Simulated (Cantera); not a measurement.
An isothermal, constant-pressure homogeneous reactor starts with CO : O2 : H2O : N2 = 0.015 : 0.0098 : 0.0003 : 1 (molar parts), at 1075 K and 248 Torr. Integrator tolerance rtol = 1e-08.

Cantera simulation using GRI-Mech 3.0 (53 species, 325 reactions); the numbers are that mechanism's predictions, not measurements.

### Question
What does this change do: temperature 1075 to 925 K?

### Answer
| quantity | before | after |
|---|---|---|
| x(CO) at 40.0 s | 1.21e-7 (gas-phase equilibrium 3.54e-10) | 0.00772 (gas-phase equilibrium 2.10e-12) |
| x(O2) at 40.0 s | 0.00226 (gas-phase equilibrium 0.00226) | 0.00611 (gas-phase equilibrium 0.00226) |
| x(H2O) at 40.0 s | 0.000295 (gas-phase equilibrium 0.000295) | 0.000286 (gas-phase equilibrium 0.000295) |
| x(H2O2) at 40.0 s | 3.60e-12 (gas-phase equilibrium <1e-12) | 4.96e-8 (gas-phase equilibrium <1e-12) |
| x(NO) at 40.0 s | 5.84e-7 (gas-phase equilibrium 7.84e-6) | 4.67e-9 (gas-phase equilibrium 1.49e-6) |
| x(H) at 40.0 s | 4.24e-11 (gas-phase equilibrium <1e-12) | 1.73e-7 (gas-phase equilibrium <1e-12) |
| x(O) at 40.0 s | 7.48e-9 (gas-phase equilibrium 1.09e-10) | 1.89e-6 (gas-phase equilibrium 1.12e-12) |
